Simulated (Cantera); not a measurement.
Cantera run, input and output.

```python
import numpy as np
import cantera as ct

surf = ct.Interface("diamond.yaml", "diamond_100")
gas, bulk = surf.adjacent["gas"], surf.adjacent["diamond"]
k = surf.kinetics_species_index(bulk.species_names[0])
cover = ["c6HH", "c6H*", "c6*H", "c6**", "c6HM", "c6B"]

rows, drift = [], 0.0
print(f"{'xH':>10s}{'um/h':>11s}" + "".join(f"{s:>11s}" for s in cover))
for v in [0.0001, 0.00022, 0.00046, 0.001, 0.0022, 0.0046, 0.01, 0.022, 0.046]:
    T, P, xH, xCH3 = 1200, 19000, v, 4.9e-05
    gas.TPX = T, P, {"H": xH, "CH3": xCH3, "CH4": 0.025, "H2": 1 - xH - xCH3 - 0.025}
    surf.TP = bulk.TP = T, P
    surf.coverages = "c6H*:0.1, c6HH:0.9"
    surf.advance_coverages(100.0)
    before = surf.coverages
    surf.advance_coverages(100.0)
    drift = max(drift, np.max(np.abs(surf.coverages - before) / (surf.coverages + 1e-9)))
    rate = surf.net_production_rates[k] * bulk.mean_molecular_weight / bulk.density * 3.6e9
    rows.append([rate, *surf[cover].coverages])
    print(f"{v:10.4g}{rate:11.4e}" + "".join(f"{x:11.3e}" for x in rows[-1][1:]))
```

It prints:

```
        xH       um/h       c6HH       c6H*       c6*H       c6**       c6HM        c6B
    0.0001 2.3959e-01  6.143e-01  2.730e-02  3.494e-01  5.135e-03  1.748e-03  6.501e-10
   0.00022 5.9858e-01  5.351e-01  3.260e-02  4.172e-01  1.055e-02  2.220e-03  1.624e-09
   0.00046 1.2336e+00  4.887e-01  3.550e-02  4.543e-01  1.676e-02  2.493e-03  3.347e-09
     0.001 2.3623e+00  4.615e-01  3.708e-02  4.742e-01  2.263e-02  2.480e-03  6.410e-09
    0.0022 4.0522e+00  4.479e-01  3.789e-02  4.838e-01  2.675e-02  2.102e-03  1.100e-08
    0.0046 5.9043e+00  4.418e-01  3.834e-02  4.882e-01  2.901e-02  1.532e-03  1.602e-08
      0.01 7.6585e+00  4.389e-01  3.875e-02  4.904e-01  3.031e-02  9.370e-04  2.078e-08
     0.022 8.9103e+00  4.376e-01  3.934e-02  4.911e-01  3.106e-02  5.015e-04  2.418e-08
     0.046 9.6310e+00  4.370e-01  4.035e-02  4.906e-01  3.159e-02  2.606e-04  2.613e-08
```

Detailed kinetics in Cantera: the Harris–Goodwin 1993 mechanism for the reconstructed diamond (100) surface.
